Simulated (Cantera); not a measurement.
Stirred combustor or abatement burner

A perfectly stirred reactor is fed with C3H8 : O2 : N2 : H2O : H2 = 1 : 6.33 : 23.8 : 1.6 : 2.8 (molar parts), at 4.93 atm; it is adiabatic with a 348 K inlet, and is followed from long to short residence time, starting on the burning branch (τ in s: 0.45, 0.17, 0.065, 0.025, 0.0094, 0.0036, 0.0014, 0.00052, 0.0002, 7.5e-05, 2.9e-05, 1.1e-05).

Model: GRI-Mech 3.0 (53 species, 325 reactions), integrated in Cantera. GRI-Mech 3.0 was tuned for natural gas; its chemistry of propane as a main component is partial and can be far from experiment.

| τ (s) | T (K) | x C3H8 | x O2 | x H2O | x HCO | x H2 | x CH2CO |
|---|---|---|---|---|---|---|---|
| 0.45 | 2285 | 9.34e-9 | 0.00254 | 0.232 | 2.71e-9 | 0.00407 | 1.37e-8 |
| 0.17 | 2285 | 2.45e-8 | 0.00267 | 0.232 | 3.99e-9 | 0.00412 | 3.58e-8 |
| 0.065 | 2282 | 6.27e-8 | 0.00294 | 0.232 | 7.34e-9 | 0.00424 | 9.08e-8 |
| 0.025 | 2276 | 1.57e-7 | 0.00344 | 0.231 | 1.60e-8 | 0.00454 | 2.22e-7 |
| 0.0094 | 2263 | 3.92e-7 | 0.00428 | 0.230 | 3.91e-8 | 0.00515 | 5.25e-7 |
| 0.0036 | 2242 | 9.28e-7 | 0.00553 | 0.228 | 9.86e-8 | 0.00612 | 1.14e-6 |
| 0.0014 | 2211 | 2.08e-6 | 0.00726 | 0.226 | 2.51e-7 | 0.00751 | 2.32e-6 |
| 0.00052 | 2166 | 4.64e-6 | 0.00968 | 0.222 | 6.79e-7 | 0.00946 | 4.70e-6 |
| 0.00020 | 2110 | 9.94e-6 | 0.0128 | 0.218 | 1.79e-6 | 0.0118 | 9.31e-6 |
| 7.5e-5 | 2034 | 2.24e-5 | 0.0171 | 0.212 | 4.84e-6 | 0.0147 | 1.96e-5 |
| 2.9e-5 | 1934 | 5.73e-5 | 0.0238 | 0.206 | 1.28e-5 | 0.0180 | 4.66e-5 |
| 1.1e-5 | 348 | 0.0281 | 0.178 | 0.0450 | <1e-12 | 0.0788 | <1e-12 |
x: mole fraction; the columns are a selection and need not sum to one.
